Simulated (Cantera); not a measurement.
A Cantera script and what it prints.

```python
import numpy as np
import cantera as ct

gas_names = """
    F F2 H HF H2 H2F2 H3F3 H4F4 H5F5 H6F6 H7F7 Si SiF SiF2 SiF3 SiF4 SiH SiHF3 SiH2 SiH2F2 SiH3 SiH3F
    SiH4 Si2 Si3
""".split()
cond_names = """
    Si(cr) Si(L)
""".split()


# ... load() reads the species with a 1 bar reference pressure and builds the phases ...
atoms = {
    'Si': {'Si': 1},
    'HF': {'H': 1, 'F': 1},
    'H2': {'H': 2},
}
top_T = {}  # K; cautious upper limits of use, not melting points


# ... equilibrate(T, P, feed) seeds the gas with the atoms and calls Mixture.equilibrate('TP', solver="vcs", rtol=1e-11, max_steps=5000) ...
results = []
T = 500  # K
P = 86  # Pa
for m in [1.3, 1.8, 2.4, 3.2, 4.3, 5.7, 7.6, 10, 13, 18]:
    feed = {'Si': 1, 'HF': m, 'H2': 40}  # mol
    mix = equilibrate(T, P, feed)
    results.append((T, P, feed, dict(zip(mix.species_names, mix.species_moles))))
    x = sorted(zip(gas.X, gas.species_names), reverse=True)
    print(f"T = {T:g} K  P = {P:g} Pa  n(HF) = {m:g} mol  gas = {mix.phase_moles(0):.4g} mol")
    print("   x: " + "  ".join(f"{s} {v:.3e}" for v, s in x if v > 0.0001))
    print("   condensed (mol): " + ("  ".join(f"{mix.phase(i).name} {mix.phase_moles(i):.4g}"
          for i in range(1, mix.n_phases) if mix.phase_moles(i) > 1e-12) or "none"))
```

It prints:

```
T = 500 K  P = 86 Pa  n(HF) = 1.3 mol  gas = 40.97 mol
   x: H2 9.920e-01  SiF4 7.796e-03  SiHF3 1.794e-04
   condensed (mol): Si(cr) 0.6731
T = 500 K  P = 86 Pa  n(HF) = 1.8 mol  gas = 41.35 mol
   x: H2 9.891e-01  SiF4 1.071e-02  SiHF3 2.273e-04
   condensed (mol): Si(cr) 0.5476
T = 500 K  P = 86 Pa  n(HF) = 2.4 mol  gas = 41.8 mol
   x: H2 9.856e-01  SiF4 1.414e-02  SiHF3 2.794e-04
   condensed (mol): Si(cr) 0.397
T = 500 K  P = 86 Pa  n(HF) = 3.2 mol  gas = 42.4 mol
   x: H2 9.810e-01  SiF4 1.861e-02  SiHF3 3.425e-04
   condensed (mol): Si(cr) 0.1963
T = 500 K  P = 86 Pa  n(HF) = 4.3 mol  gas = 43.3 mol
   x: H2 9.700e-01  SiF4 2.309e-02  HF 6.928e-03
   condensed (mol): none
T = 500 K  P = 86 Pa  n(HF) = 5.7 mol  gas = 44.7 mol
   x: H2 9.396e-01  HF 3.803e-02  SiF4 2.237e-02
   condensed (mol): none
T = 500 K  P = 86 Pa  n(HF) = 7.6 mol  gas = 46.6 mol
   x: H2 9.013e-01  HF 7.725e-02  SiF4 2.146e-02
   condensed (mol): none
T = 500 K  P = 86 Pa  n(HF) = 10 mol  gas = 49 mol
   x: H2 8.571e-01  HF 1.224e-01  SiF4 2.041e-02
   condensed (mol): none
T = 500 K  P = 86 Pa  n(HF) = 13 mol  gas = 52 mol
   x: H2 8.077e-01  HF 1.731e-01  SiF4 1.923e-02
   condensed (mol): none
T = 500 K  P = 86 Pa  n(HF) = 18 mol  gas = 57 mol
   x: H2 7.368e-01  HF 2.456e-01  SiF4 1.754e-02
   condensed (mol): none
```

These are equilibrium values from Cantera (NASA tables, ideal gas, pure condensed phases), not measurements of a reactor.
